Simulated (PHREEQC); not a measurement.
0.5 mol of Fluorite (CaF2) is brought to equilibrium with 1 kg of water, at several temperatures. Oxygen alone is held at its pressure in air (log pO2 = -0.68). No CO2 enters from the air. Solids allowed: Fluorite. Others were left out.

Model: ion-association model, phreeqc.dat, run in PHREEQC.

```csv
T (°C),pH,dissolved Ca (mol/kgw),dissolved F (mol/kgw)
10,7.33,0.000167,0.000333
18,7.20,0.000182,0.000364
26,7.08,0.000197,0.000393
34,6.97,0.000210,0.000421
42,6.87,0.000223,0.000446
50,6.79,0.000235,0.000470
58,6.71,0.000245,0.000490
66,6.64,0.000254,0.000508
74,6.59,0.000262,0.000524
82,6.54,0.000268,0.000537
90,6.49,0.000274,0.000547
```

Complexes and solids missing from the database can't appear. At this temperature some constants are extrapolated from 25 °C, and those without enthalpy data are left unchanged.
